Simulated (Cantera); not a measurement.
A freely propagating, adiabatic, planar premixed flame of H₂ : O₂ : N₂ : H₂O = 1 : 0.417 : 1.57 : 0.082 (molar parts), equivalence ratio 1.2, unburnt at 400 K and 6.90 bar; mixture-averaged transport, grid criteria slope 0.08 and curve 0.16, no radiation.

Cantera simulation using the H2/O2 subset of GRI-Mech 3.0, which has no nitrogen chemistry; the numbers are that mechanism's predictions, not measurements. The hydrogen kinetics of GRI-Mech 3.0 are dated; newer H2 mechanisms differ, most at raised pressure. Burning velocities carry a grid error of a few per cent, more on coarse grids.

Question: How do the results move with these cheaper or finer settings: unity-Lewis-number transport; multicomponent transport; multicomponent+Soret transport; grid criteria slope 0.5, curve 1; grid criteria slope 0.25, curve 0.5; grid criteria slope 0.03, curve 0.06?

Answer: 
```tsv
setting	laminar burning velocity	thermal thickness	peak x(OH)	peak x(H)	grid points
as above	340 cm/s	0.0336 mm	0.0119	0.0259	110
unity-Lewis-number transport	256 cm/s	0.0329 mm	0.0119	0.0329	115
multicomponent transport	337 cm/s	0.0334 mm	0.0118	0.0260	110
multicomponent+Soret transport	311 cm/s	0.0330 mm	0.0119	0.0244	113
grid criteria slope 0.5, curve 1	358 cm/s	0.0440 mm	0.0129	0.0272	40
grid criteria slope 0.25, curve 0.5	349 cm/s	0.0368 mm	0.0125	0.0256	52
grid criteria slope 0.03, curve 0.06	339 cm/s	0.0326 mm	0.0116	0.0261	250
```
Unity Lewis numbers drop preferential diffusion, which matters most where H2 and H carry the flame; Soret adds thermal diffusion.
